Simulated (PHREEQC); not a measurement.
Make-up at 50 °C: 65 mmol/kgw AlCl3. Closed to the air; pH follows from the charge balance.

Model: ion-association model, phreeqc.dat, run in PHREEQC.

Each row changes one thing in this solution. Precipitation was switched off in this run.

```json
[
 {"case": "as made", "pH": "3.02", "ionic strength (mol/kgw)": "0.388", "AlOH+2 (mol/kgw)": "0.00119", "Al(OH)2+ (mol/kgw)": "2.18e-5", "Al(OH)3 (mol/kgw)": "1.01e-8", "Al(OH)4- (mol/kgw)": "5.37e-11", "SI of Gibbsite (Al(OH)3)": "+0.01"},
 {"case": "0.038 mol/kgw LiBr added", "pH": "3.03", "ionic strength (mol/kgw)": "0.426", "AlOH+2 (mol/kgw)": "0.00119", "Al(OH)2+ (mol/kgw)": "2.14e-5", "Al(OH)3 (mol/kgw)": "9.81e-9", "Al(OH)4- (mol/kgw)": "5.33e-11", "SI of Gibbsite (Al(OH)3)": "-0.00"},
 {"case": "diluted 100-fold with water", "pH": "3.80", "ionic strength (mol/kgw)": "0.00359", "AlOH+2 (mol/kgw)": "0.000111", "Al(OH)2+ (mol/kgw)": "2.93e-5", "Al(OH)3 (mol/kgw)": "1.19e-7", "Al(OH)4- (mol/kgw)": "2.48e-9", "SI of Gibbsite (Al(OH)3)": "+1.04"},
 {"case": "diluted 2-fold with water", "pH": "3.15", "ionic strength (mol/kgw)": "0.193", "AlOH+2 (mol/kgw)": "0.000848", "Al(OH)2+ (mol/kgw)": "2.47e-5", "Al(OH)3 (mol/kgw)": "1.70e-8", "Al(OH)4- (mol/kgw)": "1.08e-10", "SI of Gibbsite (Al(OH)3)": "+0.21"},
 {"case": "AlCl3 from 0.065 to 0.13 mol/kgw", "pH": "2.89", "ionic strength (mol/kgw)": "0.777", "AlOH+2 (mol/kgw)": "0.00169", "Al(OH)2+ (mol/kgw)": "1.91e-5", "Al(OH)3 (mol/kgw)": "5.61e-9", "Al(OH)4- (mol/kgw)": "2.57e-11", "SI of Gibbsite (Al(OH)3)": "-0.21"}
]
```

The ionic strength passes 0.7 mol/kgw, the rough limit of the ion-association models, in AlCl3 from 0.065 to 0.13 mol/kgw. Some of these states are supersaturated (in Gibbsite (slow to form), for instance). Away from 25 °C the constants follow the database's enthalpies or fits; those with neither stay at their 25 °C values.
